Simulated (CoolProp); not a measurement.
Values from CoolProp's reference Helmholtz-energy equation of state, Colonna 2008. It is a short technical equation, of lower accuracy than the large ones.

**Question.** Give the vapour pressure (MPa), liquid density (kg/m³), liquid cp (kJ/(kg K)), vapour Z of saturated dodecamethylcyclohexasiloxane (D6) at 272.35, 317.75 °C.

**Answer.** 
```tsv
T (°C)	p (MPa)	liquid density (kg/m³)	liquid cp (kJ/(kg K))	vapour Z
272.35	0.180	662	2.10	0.849
317.75	0.408	575	2.25	0.713
```
